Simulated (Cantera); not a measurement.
An adiabatic, constant-pressure homogeneous reactor starts with CO : H2 : CH4 : O2 : N2 = 1 : 0.96 : 0.18 : 0.744 : 2.61 (molar parts), equivalence ratio 1.8, at 1750 K and 0.987 atm. Integrator tolerance rtol = 1e-08.

Detailed kinetics in Cantera: GRI-Mech 3.0 (53 species, 325 reactions).

Problem. What does this change do: pressure from 0.987 atm to 4.15 atm?

Solution. 
```tsv
quantity	before	after
time of steepest temperature rise	13.0 µs	3.43 µs
temperature at 0.700 s	2889 K	3011 K
equilibrium temperature	2889 K	3011 K
x(CO) at 0.700 s	0.170 (gas-phase equilibrium 0.170)	0.170 (gas-phase equilibrium 0.170)
x(H2) at 0.700 s	0.0695 (gas-phase equilibrium 0.0695)	0.0686 (gas-phase equilibrium 0.0686)
x(CH4) at 0.700 s	<1e-12 (gas-phase equilibrium <1e-12)	3.24e-12 (gas-phase equilibrium 3.87e-12)
x(CH3) at 0.700 s	1.91e-12 (gas-phase equilibrium 2.34e-12)	1.56e-11 (gas-phase equilibrium 1.86e-11)
x(HCO) at 0.700 s	4.30e-7 (gas-phase equilibrium 4.30e-7)	1.13e-6 (gas-phase equilibrium 1.13e-6)
x(C2H2) at 0.700 s	<1e-12 (gas-phase equilibrium <1e-12)	<1e-12 (gas-phase equilibrium <1e-12)
x(OH) at 0.700 s	0.0198 (gas-phase equilibrium 0.0198)	0.0168 (gas-phase equilibrium 0.0168)
```
Above 3000 K some thermodynamic fits are extrapolated.
